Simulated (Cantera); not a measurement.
Input: 1 mol Si, 5.9 mol F2, 3.9 mol H2, at 0.0133 bar.

Cantera equilibrium calculation (NASA polynomials, part measured and part estimated; ideal gas, pure solids and liquids). Candidate condensed phases: Si; 25 gas species. The numbers say what is thermodynamically allowed, not how fast it happens. All values below are at 750 °C.

Base state: HF 0.886, SiF4 0.114 (mole fractions); condensed: gas only.

Question: What changes in the equilibrium state with this change: 0.44 mol NH3 added?

Answer: 
```json
[
 {"species": "HF", "before": "0.886", "after": "0.806"},
 {"species": "SiF4", "before": "0.114", "after": "0.103"},
 {"species": "H2", "before": "<1e-9", "after": "0.0682"},
 {"species": "N2", "before": "0", "after": "0.0227"}
]
```
Further candidate phases: Si3N4.
